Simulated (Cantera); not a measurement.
A diamond (100) surface in a fixed gas of H2 with x(CH4) = 0.0065, x(H) = 0.017, x(CH3) = 0.00025, at 1223 K; coverages are run to steady state.

Cantera simulation using the Harris–Goodwin 1993 mechanism for the reconstructed diamond (100) surface; the numbers are that mechanism's predictions, not measurements.

θ: site fractions in the mechanism's names (c6HH fully hydrogenated, c6H* and c6*H radical sites, c6** diradical, c6HM methylated).

```
P (Pa)  growth (µm/h)  θ c6HH  θ c6H*  θ c6*H  θ c6**    θ c6HM
------  -------------  ------  ------  ------  ------  --------
1500              [?]   0.423  0.0409   0.501  0.0339  0.000717
2200              [?]   0.423  0.0409   0.501  0.0339  0.000960
3300              [?]   0.423  0.0410   0.500  0.0339   0.00127
4900              [?]   0.422  0.0410   0.500  0.0339   0.00160
7200              [?]   0.422  0.0411   0.499  0.0339   0.00194
11000             [?]   0.422  0.0412   0.499  0.0339   0.00229
16000             [?]   0.422  0.0413   0.498  0.0339   0.00258
23000             [?]   0.422  0.0416   0.498  0.0340   0.00281
```

### Question
Complete the blanks.

### Answer

- 1500, growth (µm/h): 1.15
- 2200, growth (µm/h): 2.09
- 3300, growth (µm/h): 3.91
- 4900, growth (µm/h): 7.04
- 7200, growth (µm/h): 12.2
- 11000, growth (µm/h): 21.6
- 16000, growth (µm/h): 34.8
- 23000, growth (µm/h): 54.0
